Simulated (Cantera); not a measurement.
## AlN + H2 + N2 (nitride etching)

A closed system holds: 1 mol AlN, 22 mol H2, 32 mol N2, held at 0.0140 bar.

Method: chemical equilibrium by Gibbs-energy minimisation in Cantera with the NASA 1993 tables (ideal gas, pure condensed phases). Candidate condensed phases: Al, AlN; 13 gas species. The numbers say what is thermodynamically allowed, not how fast it happens.

```
T (K)  log p N2  log p H2  log p H  log p Al  log p AlH  log p Al2  log p NH3  log p N  n AlN(s)
-----  --------  --------  -------  --------  ---------  ---------  ---------  -------  --------
1398      -2.08     -2.24    -6.45    -10.79     -11.64       <-13      -8.47     <-13      1.00
1473      -2.08     -2.24    -6.02     -9.57     -10.57       <-13      -8.58     <-13     1.000
1548      -2.08     -2.24    -5.63     -8.48      -9.60       <-13      -8.68   -13.74     1.000
1623      -2.08     -2.24    -5.28     -7.49      -8.72       <-13      -8.76   -12.99     1.000
1698      -2.08     -2.24    -4.96     -6.59      -7.92     -12.88      -8.84   -12.31     0.999
1773      -2.08     -2.25    -4.67     -5.76      -7.19     -11.46      -8.92   -11.69     0.993
1848      -2.08     -2.25    -4.40     -5.00      -6.52     -10.15      -8.99   -11.12     0.961
1923      -2.08     -2.25    -4.15     -4.31      -5.91      -8.95      -9.06   -10.59     0.803
1998      -2.09     -2.26    -3.93     -3.66      -5.34      -7.83      -9.13   -10.10     0.115
2073      -2.09     -2.27    -3.71     -3.61      -5.36      -7.89      -9.19    -9.65         0
2148      -2.09     -2.27    -3.52     -3.61      -5.43      -8.05      -9.25    -9.23         0
```
log p: log10 of the partial pressure in bar; n: condensed amount in mol.

From 1398 K to 1998 K the condensed part is AlN(s). From 2073 K to 2148 K nothing is condensed.
